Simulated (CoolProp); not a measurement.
Saturation properties of octamethylcyclotetrasiloxane (D4).

Computed with CoolProp (reference Helmholtz-energy equation of state, Thol 2015).

```
T (°C)  p (bar)  vapour density (kg/m³)  liquid cp (kJ/(kg K))  surface tension (mN/m)
------  -------  ----------------------  ---------------------  ----------------------
137.05   0.3361                   3.026                  1.901                    9.95
143.65   0.4134                   3.685                  1.917                       …
150.35   0.5059                   4.467                      …                    9.05
156.95   0.6122                   5.363                  1.949                       …
163.65   0.7373                       …                  1.966                    8.17
170.25   0.8795                   7.603                  1.982                    7.74
176.95        …                       …                  1.999                    7.30
183.55        …                       …                  2.017                    6.88
```

**Question.** What belongs in the gaps?

**Answer.** 
- 143.65, surface tension (mN/m): 9.50
- 150.35, liquid cp (kJ/(kg K)): 1.933
- 156.95, surface tension (mN/m): 8.61
- 163.65, vapour density (kg/m³): 6.413
- 176.95, p (bar): 1.045
- 176.95, vapour density (kg/m³): 8.988
- 183.55, p (bar): 1.230
- 183.55, vapour density (kg/m³): 10.54

It boils at 175.7 °C under 1 atm.

Surface tension comes from a separate correlation (Mulero 2014), older than this fluid's equation and unchecked against measurements.
